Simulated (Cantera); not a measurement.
## Hydrocarbon pyrolysis for carbon deposition

An isothermal, constant-pressure homogeneous reactor starts with C2H6 : N2 = 1 : 51 (molar parts), at 2000 K and 0.138 atm.

Model: GRI-Mech 3.0 (53 species, 325 reactions), integrated in Cantera. GRI-Mech 3.0 stops at C3 and has no aromatics, soot or wall deposition, so with more carbon than oxygen in the feed, carbon stays in small species such as C2H2 where larger ones or solid carbon would form.

```tsv
t (s)	x C2H6	x H	x CH2	x C2H	x H2	x HCN	x CH4
1.00e-6	0.0182	6.03e-6	1.40e-7	<1e-12	1.39e-6	4.82e-12	3.96e-6
7.74e-6	0.0123	0.000392	4.14e-5	5.60e-10	0.000391	4.93e-8	0.000204
5.99e-5	0.000111	0.00241	0.000148	1.89e-5	0.0193	5.52e-5	0.00266
0.000464	1.09e-6	0.000879	1.94e-5	8.46e-6	0.0330	0.000126	0.00176
0.00359	8.55e-8	0.000547	3.96e-6	5.18e-6	0.0354	0.000160	0.000751
0.0278	2.46e-9	0.000663	8.85e-7	6.22e-6	0.0365	0.000218	0.000109
0.215	1.56e-12	0.000825	2.57e-8	7.73e-6	0.0366	0.000278	2.00e-6
1.67	<1e-12	0.000838	6.71e-9	7.85e-6	0.0366	0.000285	5.03e-7
12.9	<1e-12	0.000838	7.03e-9	7.84e-6	0.0366	0.000325	5.27e-7
100	<1e-12	0.000838	9.15e-9	7.77e-6	0.0366	0.000626	6.86e-7
```
x: mole fraction; the columns are a selection and need not sum to one.

Equilibrium at this temperature and pressure: C2H6 <1e-12, H 0.000838, CH2 9.73e-9, C2H 1.02e-6, H2 0.0366, HCN 0.0322, CH4 7.28e-7 (gas phase only).
